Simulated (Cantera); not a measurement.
Input (Python, Cantera) and output of one run.

```python
import numpy as np
import cantera as ct

gas_names = """
    CL CL2 H HCL H2 Si SiCL SiCL2 SiCL3 SiCL4 SiH SiHCL3 SiH2 SiH2CL2 SiH3 SiH3CL SiH4 Si2 Si3
""".split()
cond_names = """
    Si(cr) Si(L)
""".split()


def load(file, names, dense=False):
    # The tables refer to 1 bar. Condensed volumes are neglected.
    table = {s.name: s for s in ct.Species.list_from_file(file)}
    out = []
    for n in names:
        d = dict(table[n].input_data)
        d["thermo"] = dict(d["thermo"], **{"reference-pressure": 1e5})
        if dense:
            d["equation-of-state"] = {"model": "constant-volume", "density": "1e6 g/cm^3"}
        out.append(ct.Species.from_dict(d))
    return out


gas = ct.Solution(thermo="ideal-gas", species=load("nasa_gas.yaml", gas_names))
cond = {s.name: ct.Solution(thermo="fixed-stoichiometry", species=[s], name=s.name)
        for s in load("nasa_condensed.yaml", cond_names, dense=True)}
atoms = {
    'SiCl4': {'Si': 1, 'CL': 4},
    'Cl2': {'CL': 2},
    'H2': {'H': 2},
    'HCl': {'H': 1, 'CL': 1},
}
top_T = {}  # K; cautious upper limits of use, not melting points


def equilibrate(T, P, feed):
    n = {}
    for name, mol in feed.items():
        for a, k in atoms[name].items():
            n[a] = n.get(a, 0.0) + k * mol
    gas.TPX = T, P, n
    mass = sum(n.values()) * gas.mean_molecular_weight
    gas.equilibrate("TP")
    valid = [c for c in cond.values() if c.min_temp <= T <= top_T.get(c.name, c.max_temp)]
    mix = ct.Mixture([(gas, mass / gas.mean_molecular_weight)] + [(c, 0.0) for c in valid])
    mix.T, mix.P = T, P
    mix.equilibrate("TP", solver="vcs", rtol=1e-11, max_steps=5000)
    return mix


results = []
feed = {'SiCl4': 1, 'Cl2': 0.014, 'H2': 820, 'HCl': 0.6}  # mol
T = 1450  # K
P = 30000  # Pa
mix = equilibrate(T, P, feed)
results.append((T, P, feed, dict(zip(mix.species_names, mix.species_moles))))
x = sorted(zip(gas.X, gas.species_names), reverse=True)
print(f"T = {T:g} K  P = {P:g} Pa  gas = {mix.phase_moles(0):.4g} mol")
print("   x: " + "  ".join(f"{s} {v:.3e}" for v, s in x if v > 1e-06))
print("   condensed (mol): " + ("  ".join(f"{mix.phase(i).name} {mix.phase_moles(i):.4g}"
      for i in range(1, mix.n_phases) if mix.phase_moles(i) > 1e-12) or "none"))
```

It prints:

```
T = 1450 K  P = 30000 Pa  gas = 822.6 mol
   x: H2 9.945e-01  HCL 5.434e-03  SiCL2 9.159e-05  H 1.722e-05  SiH2CL2 1.388e-06
   condensed (mol): Si(cr) 0.9205
```

Equilibrium computed with Cantera from the NASA thermochemical tables; the gas is ideal and each condensed phase is pure.
